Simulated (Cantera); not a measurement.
Input (Python, Cantera) and output of one run.

```python
import numpy as np
import cantera as ct

gas_names = [...]  # 113 gases of nasa_gas.yaml made of C, H, O, Pb
cond_names = """
    C(gr) C6H6(L) C7H8(L) C8H18(L),n-octa H2O(s) H2O(L) Pb(cr) Pb(L) PbO(rd) PbO(yw) PbO(L) PbO2(s)
    Pb3O4(s)
""".split()


# ... load() reads the species with a 1 bar reference pressure and builds the phases ...
atoms = {
    'Pb': {'Pb': 1},
    'H2O': {'H': 2, 'O': 1},
    'CO': {'C': 1, 'O': 1},
}
top_T = {'C(gr)': 4500, 'Pb3O4(s)': 820}  # K; cautious upper limits of use, not melting points


# ... equilibrate(T, P, feed) seeds the gas with the atoms and calls Mixture.equilibrate('TP', solver="vcs", rtol=1e-11, max_steps=5000) ...
results = []
feed = {'Pb': 1, 'H2O': 0.94, 'CO': 28}  # mol
P = 13000  # Pa
for T in [773, 798, 823, 848, 873, 898, 923, 948, 973, 998, 1023]:
    mix = equilibrate(T, P, feed)
    results.append((T, P, feed, dict(zip(mix.species_names, mix.species_moles))))
    x = sorted(zip(gas.X, gas.species_names), reverse=True)
    print(f"T = {T:g} K  P = {P:g} Pa  gas = {mix.phase_moles(0):.4g} mol")
    print("   x: " + "  ".join(f"{s} {v:.3e}" for v, s in x if v > 1e-05))
    print("   condensed (mol): " + ("  ".join(f"{mix.phase(i).name} {mix.phase_moles(i):.4g}"
          for i in range(1, mix.n_phases) if mix.phase_moles(i) > 1e-12) or "none"))
```

It prints:

```
T = 773 K  P = 13000 Pa  gas = 16.47 mol
   x: CO2 7.858e-01  CO 1.573e-01  H2 2.867e-02  H2O 2.795e-02  CH4 2.262e-04
   condensed (mol): C(gr) 12.46  Pb(L) 1
T = 798 K  P = 13000 Pa  gas = 17.17 mol
   x: CO2 7.167e-01  CO 2.287e-01  H2 3.139e-02  H2O 2.299e-02  CH4 1.779e-04
   condensed (mol): C(gr) 11.76  Pb(L) 1
T = 823 K  P = 13000 Pa  gas = 18.13 mol
   x: CO2 6.301e-01  CO 3.182e-01  H2 3.334e-02  H2O 1.825e-02  CH4 1.348e-04
   condensed (mol): C(gr) 10.81  Pb(L) 1
T = 848 K  P = 13000 Pa  gas = 19.36 mol
   x: CO2 5.292e-01  CO 4.224e-01  H2 3.441e-02  H2O 1.394e-02  CH4 9.859e-05
   condensed (mol): C(gr) 9.574  Pb(L) 1
T = 873 K  P = 13000 Pa  gas = 20.88 mol
   x: CO 5.341e-01  CO2 4.209e-01  H2 3.465e-02  H2O 1.023e-02  CH4 7.006e-05
   condensed (mol): C(gr) 8.06  Pb(L) 0.9999
T = 898 K  P = 13000 Pa  gas = 22.59 mol
   x: CO 6.428e-01  CO2 3.156e-01  H2 3.428e-02  H2O 7.240e-03  CH4 4.894e-05
   condensed (mol): C(gr) 6.351  Pb(L) 0.9998
T = 923 K  P = 13000 Pa  gas = 24.33 mol
   x: CO 7.380e-01  CO2 2.234e-01  H2 3.360e-02  H2O 4.978e-03  CH4 3.413e-05  Pb 1.951e-05
   condensed (mol): C(gr) 4.614  Pb(L) 0.9995
T = 948 K  P = 13000 Pa  gas = 25.89 mol
   x: CO 8.131e-01  CO2 1.506e-01  H2 3.289e-02  H2O 3.367e-03  Pb 3.684e-05  CH4 2.413e-05
   condensed (mol): C(gr) 3.045  Pb(L) 0.999
T = 973 K  P = 13000 Pa  gas = 27.16 mol
   x: CO 8.673e-01  CO2 9.808e-02  H2 3.231e-02  H2O 2.266e-03  Pb 6.729e-05  CH4 1.744e-05
   condensed (mol): C(gr) 1.784  Pb(L) 0.9982
T = 998 K  P = 13000 Pa  gas = 28.08 mol
   x: CO 9.037e-01  CO2 6.275e-02  H2 3.192e-02  H2O 1.531e-03  Pb 1.192e-04  CH4 1.292e-05
   condensed (mol): C(gr) 0.8646  Pb(L) 0.9967
T = 1023 K  P = 13000 Pa  gas = 28.71 mol
   x: CO 9.271e-01  CO2 3.997e-02  H2 3.168e-02  H2O 1.045e-03  Pb 2.051e-04
   condensed (mol): C(gr) 0.2372  Pb(L) 0.9941
```

Equilibrium computed with Cantera from the NASA thermochemical tables; the gas is ideal and each condensed phase is pure.
